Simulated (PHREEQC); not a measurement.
Solution (40 °C): 0.18 mol NaBr and 0.013 mol MnCl2 per kg of water. It is in equilibrium with CO2 at log p = -3.4 (atm). Otherwise closed; pH follows from the charge balance.

The numbers come from PHREEQC with the ion-association model, phreeqc.dat.

Precipitation was switched off in this run.

### Question
What pH, activity of water does the model give?

### Answer
pH 5.56; activity of water 0.993.

### Question
In which forms is Cl present?

### Answer
Cl- 98 %, MnCl+ 1.5 % of the Cl.

Species that the database lacks are ignored. Constants without temperature data keep their 25 °C values here.
